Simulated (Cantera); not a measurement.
Input: 1 mol CsCl, 1.2 mol O2, 2.7 mol H2, 3.7 mol HCl, 0.0033 mol Cl2, held at 0.133 bar.

These are equilibrium values from Cantera (NASA tables, ideal gas, pure condensed phases), not measurements of a reactor. Candidate condensed phases: Cs, CsCl, CsOH, H2O; 22 gas species. The numbers say what is thermodynamically allowed, not how fast it happens.

At 2073 K, list the 6 most abundant gas species with their mole fractions, and the condensed phases.

HCl 0.485, H2O 0.320, CsCl 0.134, H2 0.0458, Cl 0.0120, H 0.00154. Condensed: gas only.
